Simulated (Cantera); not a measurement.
A closed system holds: 1 mol Si, 0.064 mol N2O, 32 mol H2, held at 0.00260 bar.

Cantera equilibrium calculation (NASA polynomials, part measured and part estimated; ideal gas, pure solids and liquids). Candidate condensed phases: H2O, Si, SiO2, Si2N2O, Si3N4; 35 gas species. Mutual solubility and eutectic melting of coexisting phases are not modelled. The tables' values for SiN are old estimates; treat these amounts as uncertain. Gases not in the tables: Si2H6 and higher silanes. Kinetics and transport are ignored.

x: gas mole fraction; n: condensed amount in mol.

| T (°C) | x H2 | x H | x Si | x N2 | x SiO | n Si(s) | n Si2N2O(s) | n Si(l) |
|---|---|---|---|---|---|---|---|---|
| 627 | 1.00 | 2.29e-9 | <1e-12 | <1e-12 | 1.06e-12 | 0.872 | 0.0640 | 0 |
| 727 | 1.00 | 4.45e-8 | <1e-12 | 1.42e-10 | 1.50e-10 | 0.872 | 0.0640 | 0 |
| 827 | 1.000 | ___ | ___ | ___ | ___ | 0.872 | 0.0640 | 0 |
| 927 | 1.000 | ___ | ___ | ___ | ___ | 0.872 | 0.0640 | 0 |
| 1027 | 1.000 | 2.17e-5 | 1.67e-8 | 1.51e-5 | 1.51e-5 | 0.872 | 0.0635 | 0 |
| 1127 | 0.999 | 9.54e-5 | 3.17e-7 | 0.000233 | 0.000233 | 0.879 | 0.0566 | 0 |
| 1227 | 0.996 | 0.000344 | 4.05e-6 | 0.00199 | 0.00199 | 0.936 | 0 | 0 |
| 1327 | 0.995 | 0.00106 | 3.75e-5 | 0.00199 | 0.00199 | 0.934 | 0 | 0 |
| 1427 | 0.993 | 0.00288 | 0.000261 | 0.00199 | 0.00199 | 0 | 0 | 0.926 |
| 1527 | 0.988 | 0.00698 | 0.00122 | 0.00198 | 0.00198 | 0 | 0 | 0.893 |
| 1627 | 0.976 | 0.0154 | 0.00485 | 0.00196 | 0.00197 | 0 | 0 | 0.766 |
| 1727 | 0.947 | 0.0310 | 0.0167 | 0.00192 | 0.00193 | 0 | 0 | 0.341 |
| 1827 | 0.911 | 0.0583 | 0.0263 | 0.00187 | 0.00188 | 0 | 0 | 0 |
| 1927 | 0.867 | 0.103 | 0.0261 | 0.00183 | 0.00184 | 0 | 0 | 0 |

Problem. Fill in the missing entries.

Solution. 
- 827, x H: 5.07e-7
- 827, x Si: 9.09e-12
- 827, x N2: 1.39e-8
- 827, x SiO: 1.40e-8
- 927, x H: 3.87e-6
- 927, x Si: 5.34e-10
- 927, x N2: 6.18e-7
- 927, x SiO: 6.18e-7
